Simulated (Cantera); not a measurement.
# Pyrogenic steam for wet oxidation

An isothermal, constant-pressure homogeneous reactor starts with 6.04 % H2, 3.36 % O2, 90.6 % N2, at 1023 K and 0.270 bar.

Cantera simulation using GRI-Mech 3.0 (53 species, 325 reactions); the numbers are that mechanism's predictions, not measurements. The temperature is held fixed by assumption; the heat of reaction is taken as removed at once.

| t (s) | x H2 | x O2 | x H2O | x HO2 | x OH | x N2O | x NO |
|---|---|---|---|---|---|---|---|
| 5.00e-6 | 0.0604 | 0.0336 | <1e-12 | 3.70e-12 | <1e-12 | <1e-12 | <1e-12 |
| 1.92e-5 | 0.0604 | 0.0336 | <1e-12 | 1.43e-11 | <1e-12 | <1e-12 | <1e-12 |
| 7.34e-5 | 0.0604 | 0.0336 | 1.83e-11 | 5.76e-11 | 2.27e-12 | <1e-12 | <1e-12 |
| 0.000281 | 0.0604 | 0.0336 | 6.67e-10 | 3.11e-10 | 2.82e-11 | <1e-12 | <1e-12 |
| 0.00108 | 0.0604 | 0.0336 | 8.25e-7 | 1.23e-7 | 2.60e-8 | <1e-12 | <1e-12 |
| 0.00413 | 0.00428 | 0.00656 | 0.0548 | 1.72e-6 | 0.000325 | 1.07e-8 | 1.54e-6 |
| 0.0158 | 0.000547 | 0.00373 | 0.0616 | 9.23e-7 | 7.33e-5 | 1.62e-8 | 1.78e-6 |
| 0.0606 | 5.51e-5 | 0.00348 | 0.0622 | 4.52e-7 | 1.76e-5 | 2.03e-8 | 1.78e-6 |
| 0.232 | 4.30e-6 | 0.00346 | 0.0623 | 6.84e-8 | 5.13e-6 | 2.18e-8 | 1.76e-6 |
| 0.889 | 2.94e-7 | 0.00346 | 0.0623 | 6.17e-9 | 1.75e-6 | 2.24e-8 | 1.75e-6 |
| 3.41 | 3.23e-8 | 0.00346 | 0.0623 | 8.92e-10 | 7.11e-7 | 2.25e-8 | 1.77e-6 |
| 13.1 | 6.14e-9 | 0.00346 | 0.0623 | 1.91e-10 | 3.31e-7 | 2.23e-8 | 1.78e-6 |
| 50.0 | 1.51e-9 | 0.00346 | 0.0623 | 5.70e-11 | 1.67e-7 | 2.08e-8 | 1.78e-6 |
x: mole fraction; the columns are a selection and need not sum to one.

Equilibrium at this temperature and pressure: H2 3.51e-10, O2 0.00346, H2O 0.0623, HO2 3.49e-11, OH 7.02e-8, N2O 2.56e-10, NO 5.63e-6 (gas phase only).
